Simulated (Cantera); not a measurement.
What does this Cantera script print?

```python
import numpy as np
import cantera as ct

gas = ct.Solution("gri30.yaml")
gas.TPX = 1825, 100000, {'CH4': 1, 'N2': 180}
inlet = ct.Reservoir(gas, clone=True)

reactor = ct.IdealGasConstPressureReactor(gas, energy="off", clone=False)
exhaust = ct.Reservoir(gas, clone=True)
tau = [3.8, 1.1, 0.33, 0.099, 0.03, 0.0088, 0.0026, 0.00078, 0.00023][0]
for a, b in ((inlet, reactor), (reactor, exhaust)):
    ct.MassFlowController(a, b, mdot=lambda t: reactor.mass / tau)
net = ct.ReactorNet([reactor])
show = ['CH4', 'CH3', 'H', 'C2H', 'C2H2']

rows = []
print(f"{'tau/s':>10s}{'T/K':>9s}" + "".join(f"{s:>11s}" for s in show))
for tau in [3.8, 1.1, 0.33, 0.099, 0.03, 0.0088, 0.0026, 0.00078, 0.00023]:
    net.initial_time = 0.0
    net.advance(30 * tau)
    before = gas.X
    net.advance(40 * tau)
    drift = np.max(np.abs(gas.X - before) / (gas.X + 1e-9))
    rows.append([gas.T, *gas[show].X, drift])
    print(f"{tau:10.3e}{gas.T:9.1f}" + "".join(f"{x:11.3e}" for x in gas[show].X))
```

Output:

```
     tau/s      T/K        CH4        CH3          H        C2H       C2H2
 3.800e+00   1825.0  9.770e-05  9.402e-06  3.885e-05  1.172e-07  2.503e-03
 1.100e+00   1825.0  1.864e-04  1.769e-05  3.788e-05  1.181e-07  2.543e-03
 3.300e-01   1825.0  3.476e-04  3.228e-05  3.627e-05  1.151e-07  2.504e-03
 9.900e-02   1825.0  6.452e-04  5.797e-05  3.363e-05  1.073e-07  2.364e-03
 3.000e-02   1825.0  1.172e-03  1.007e-04  2.958e-05  9.385e-08  2.074e-03
 8.800e-03   1825.0  2.066e-03  1.671e-04  2.358e-05  7.239e-08  1.547e-03
 2.600e-03   1825.0  3.326e-03  2.428e-04  1.562e-05  4.212e-08  7.905e-04
 7.800e-04   1825.0  4.682e-03  2.499e-04  6.719e-06  1.097e-08  1.437e-04
 2.300e-04   1825.0  5.366e-03  1.193e-04  1.952e-06  5.129e-10  3.328e-06
```

Computed with Cantera and GRI-Mech 3.0 (53 species, 325 reactions). GRI-Mech 3.0 stops at C3 and has no aromatics, soot or wall deposition, so with more carbon than oxygen in the feed, carbon stays in small species such as C2H2 where larger ones or solid carbon would form.
